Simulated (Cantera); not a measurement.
Input (Python, Cantera) and output of one run.

```python
import numpy as np
import cantera as ct

gas_names = [...]  # 95 gases of nasa_gas.yaml made of C, F, H
cond_names = """
    C(gr) C6H6(L) C7H8(L) C8H18(L),n-octa
""".split()


# ... load() reads the species with a 1 bar reference pressure and builds the phases ...
atoms = {
    'c-C4F8': {'C': 4, 'F': 8},
    'H2': {'H': 2},
}
top_T = {'C(gr)': 4500}  # K; cautious upper limits of use, not melting points


# ... equilibrate(T, P, feed) seeds the gas with the atoms and calls Mixture.equilibrate('TP', solver="vcs", rtol=1e-11, max_steps=5000) ...
results = []
feed = {'c-C4F8': 1, 'H2': 4.1}  # mol
P = 45  # Pa
for T in [3050, 3100, 3150, 3200, 3250, 3300, 3350, 3400, 3450]:
    mix = equilibrate(T, P, feed)
    results.append((T, P, feed, dict(zip(mix.species_names, mix.species_moles))))

top = {s: max(r[3][s] / sum(r[3][g] for g in gas_names) for r in results) for s in gas_names}
cols = sorted((s for s in top if top[s] > 0.001), key=lambda s: -top[s])[:5]
seen = [c for c in cond_names if any(r[3].get(c, 0) > 1e-12 for r in results)]
print("log10 of partial pressures in bar; condensed amounts in mol")
print(f"{'T/K':>10s}" + "".join(f"{s[:9]:>10s}" for s in cols + seen))
for T, P, feed, n in results:
    ng = sum(n[g] for g in gas_names)
    print(f"{T:10.4g}" + "".join(f"{np.log10(max(n[s] / ng * P / 1e5, 1e-99)):10.3f}" for s in cols)
          + "".join(f"{n.get(c, 0):10.4g}" for c in seen))
```

It prints:

```
log10 of partial pressures in bar; condensed amounts in mol
       T/K         H         F        HF         C        C3
      3050    -3.821    -3.853    -4.033    -4.543    -4.631
      3100    -3.796    -3.825    -4.144    -4.449    -4.719
      3150    -3.778    -3.804    -4.264    -4.364    -4.823
      3200    -3.765    -3.789    -4.390    -4.290    -4.948
      3250    -3.757    -3.778    -4.521    -4.228    -5.098
      3300    -3.752    -3.771    -4.654    -4.178    -5.275
      3350    -3.748    -3.766    -4.787    -4.140    -5.477
      3400    -3.746    -3.762    -4.918    -4.113    -5.702
      3450    -3.744    -3.759    -5.047    -4.094    -5.943
```

These are equilibrium values from Cantera (NASA tables, ideal gas, pure condensed phases), not measurements of a reactor. The feed counts by its element totals alone.
